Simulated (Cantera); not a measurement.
FeS + SO2 + CO2 (roasting and sulfation)

A closed system holds: 1 mol FeS, 1.2 mol SO2, 0.38 mol CO2, held at 800 °C and 13.3 mbar.

These are equilibrium values from Cantera (NASA tables, ideal gas, pure condensed phases), not measurements of a reactor. Candidate condensed phases: C, Fe, Fe(CO)5, FeO, FeS, FeSO4, FeS2, Fe2O3, Fe2(SO4)3, Fe3O4, S; 25 gas species. Mutual solubility and eutectic melting of coexisting phases are not modelled. FeS: taken at fixed stoichiometry. Gases not in the tables: S3 to S7. Rates play no part.

```
Quantity                                     Value
--------------------------------------  ----------
x(SO2)                                       0.700
x(CO2)                                       0.235
x(S2)                                       0.0605
x(CO)                                      0.00198
x(S2O)                                     0.00196
x(SO)                                     0.000218
x(COS)                                    0.000115
n(FeS(s))                                0.880 mol
n(Fe3O4(s))                             0.0401 mol
gas amount                               1.600 mol
log10 activity of S(l) (absent)              -2.09
log10 activity of Fe(α) (absent)             -2.99
log10 activity of C(graphite) (absent)       -7.51
```
